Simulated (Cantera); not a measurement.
An adiabatic, constant-volume homogeneous reactor starts with 29.4 % H2, 14.8 % O2, 55.8 % N2, at 950 K and 0.276 atm.

Cantera simulation using the H2/O2 subset of GRI-Mech 3.0, which has no nitrogen chemistry; the numbers are that mechanism's predictions, not measurements.

Question: Predict: time of steepest temperature rise; temperature at 0.500 s; equilibrium temperature; x(H2) at 0.500 s; x(O2) at 0.500 s; x(HO2) at 0.500 s; x(OH) at 0.500 s; x(H) at 0.500 s; x(H2O2) at 0.500 s.

Answer: 
| Item | Result |
|---|---|
| time of steepest temperature rise | 0.950 ms |
| temperature at 0.500 s | 2779 K |
| equilibrium temperature | 2779 K |
| x(H2) at 0.500 s | 0.0456 (gas-phase equilibrium 0.0456) |
| x(O2) at 0.500 s | 0.0178 (gas-phase equilibrium 0.0178) |
| x(HO2) at 0.500 s | 6.42e-6 (gas-phase equilibrium 6.42e-6) |
| x(OH) at 0.500 s | 0.0297 (gas-phase equilibrium 0.0297) |
| x(H) at 0.500 s | 0.0191 (gas-phase equilibrium 0.0191) |
| x(H2O2) at 0.500 s | 3.57e-7 (gas-phase equilibrium 3.57e-7) |
